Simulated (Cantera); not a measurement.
A Cantera script and what it prints.

```python
import numpy as np
import cantera as ct

gas_names = """
    C CH CH2 CH3 CH2OH CH3O CH4 CH3OH CO CO2 COOH C2 C2H CHCO,ketyl C2H2,acetylene C2H2,vinylidene
    CH2CO,ketene C2H3,vinyl CH3CO,acetyl C2H4 C2H4O,ethylen CH3CHO,ethanal CH3COOH (HCOOH)2 C2H5 C2H6
    CH3OCH3 C2H5OH C2O C3 C3H3,propargyl C3H4,allene C3H4,propyne C3H4,cyclo- C3H5,allyl C3H6,propylene
    C3H6,cyclo- C3H6O C3H7,n-propyl C3H7,i-propyl C3H8 C3H8O,1propanol C3H8O,2propanol C3O2 C4 C4H2
    C4H4,1,3-cyclo- C4H6,butadiene C4H6,2-butyne C4H6,cyclo- C4H8,1-butene C4H8,cis2-buten
    C4H8,tr2-butene C4H8,isobutene C4H8,cyclo- (CH3COOH)2 C4H9,n-butyl C4H9,i-butyl C4H9,s-butyl
    C4H9,t-butyl C4H10,isobutane C4H10,n-butane C5 C5H6,1,3cyclo- C5H8,cyclo- C5H10,1-pentene
    C5H10,cyclo- C5H11,pentyl C5H11,t-pentyl C5H12,n-pentane C5H12,i-pentane CH3C(CH3)2CH3 C6H2
    C6H5,phenyl C6H5O,phenoxy C6H6 C6H5OH,phenol C6H10,cyclo- C6H12,1-hexene C6H12,cyclo- C6H13,n-hexyl
    C7H7,benzyl C7H8 C7H8O,cresol C7H14,1-heptene C7H15,n-heptyl C7H16,n-heptane C8H8,styrene
    C8H10,ethylbenz C8H16,1-octene C8H17,n-octyl C8H18,isooctane C8H18,n-octane C9H19,n-nonyl
    C10H8,naphthale C10H21,n-decyl C12H9,o-bipheny C12H10,bipheny H HCO HO2 H2 HCHO,formaldehy HCOOH H2O
    H2O2 O OH O2 O3 Si SiC SiC2 SiC4H12 SiH SiH2 SiH3 SiH4 SiO SiO2 Si2 Si2C Si3
""".split()
cond_names = """
    C(gr) C6H6(L) C7H8(L) C8H18(L),n-octa H2O(s) H2O(L) Si(cr) Si(L) SiC(b) SiO2(Lqz) SiO2(hqz) SiO2(L)
""".split()


def load(file, names, dense=False):
    # The tables refer to 1 bar. Condensed volumes are neglected.
    table = {s.name: s for s in ct.Species.list_from_file(file)}
    out = []
    for n in names:
        d = dict(table[n].input_data)
        d["thermo"] = dict(d["thermo"], **{"reference-pressure": 1e5})
        if dense:
            d["equation-of-state"] = {"model": "constant-volume", "density": "1e6 g/cm^3"}
        out.append(ct.Species.from_dict(d))
    return out


gas = ct.Solution(thermo="ideal-gas", species=load("nasa_gas.yaml", gas_names))
cond = {s.name: ct.Solution(thermo="fixed-stoichiometry", species=[s], name=s.name)
        for s in load("nasa_condensed.yaml", cond_names, dense=True)}
atoms = {
    'HMDSO': {'Si': 2, 'C': 6, 'H': 18, 'O': 1},
    'H2O': {'H': 2, 'O': 1},
}
top_T = {'C(gr)': 4500, 'SiC(b)': 3050}  # K; cautious upper limits of use, not melting points


def equilibrate(T, P, feed):
    n = {}
    for name, mol in feed.items():
        for a, k in atoms[name].items():
            n[a] = n.get(a, 0.0) + k * mol
    gas.TPX = T, P, n
    mass = sum(n.values()) * gas.mean_molecular_weight
    gas.equilibrate("TP")
    valid = [c for c in cond.values() if c.min_temp <= T <= top_T.get(c.name, c.max_temp)]
    mix = ct.Mixture([(gas, mass / gas.mean_molecular_weight)] + [(c, 0.0) for c in valid])
    mix.T, mix.P = T, P
    mix.equilibrate("TP", solver="vcs", rtol=1e-11, max_steps=5000)
    return mix


results = []
feed = {'HMDSO': 1, 'H2O': 0.31}  # mol
P = 500  # Pa
for T in [850, 900, 950, 1000, 1050, 1100, 1150, 1200, 1250, 1300]:
    mix = equilibrate(T, P, feed)
    results.append((T, P, feed, dict(zip(mix.species_names, mix.species_moles))))

top = {s: max(r[3][s] / sum(r[3][g] for g in gas_names) for r in results) for s in gas_names}
cols = sorted((s for s in top if top[s] > 1e-05), key=lambda s: -top[s])[:5]
seen = [c for c in cond_names if any(r[3].get(c, 0) > 1e-12 for r in results)]
print("log10 of partial pressures in bar; condensed amounts in mol")
print(f"{'T/K':>10s}" + "".join(f"{s[:9]:>10s}" for s in cols + seen))
for T, P, feed, n in results:
    ng = sum(n[g] for g in gas_names)
    print(f"{T:10.4g}" + "".join(f"{np.log10(max(n[s] / ng * P / 1e5, 1e-99)):10.3f}" for s in cols)
          + "".join(f"{n.get(c, 0):10.4g}" for c in seen))
```

Output:

```
log10 of partial pressures in bar; condensed amounts in mol
       T/K        H2        CO       CH4       SiO         H     C(gr)    SiC(b) SiO2(hqz)
       850    -2.302    -9.714    -4.811   -14.534   -11.840     4.626     1.345     0.655
       900    -2.302    -8.672    -5.109   -13.219   -11.083     4.641     1.345     0.655
       950    -2.301    -7.740    -5.378   -12.044   -10.405     4.647     1.345     0.655
      1000    -2.301    -6.904    -5.623   -10.988    -9.795      4.65     1.345    0.6549
      1050    -2.301    -6.148    -5.845   -10.034    -9.242      4.65     1.346    0.6543
      1100    -2.301    -5.462    -6.048    -9.169    -8.738     4.644     1.348    0.6518
      1150    -2.302    -4.836    -6.235    -8.379    -8.278     4.613     1.359    0.6414
      1200    -2.306    -4.264    -6.413    -7.657    -7.858     4.501     1.396    0.6037
      1250    -2.317    -3.738    -6.593    -6.994    -7.474     4.125     1.521    0.4784
      1300    -2.352    -3.254    -6.809    -6.383    -7.132     2.903     1.928   0.07064
```

These are equilibrium values from Cantera (NASA tables, ideal gas, pure condensed phases), not measurements of a reactor. The feed counts by its element totals alone. Mutual solubility and eutectic melting of coexisting phases are not modelled. The tables hold silica as quartz up to 1696 K and as liquid above; real silica turns to tridymite and cristobalite and melts near 1996 K.
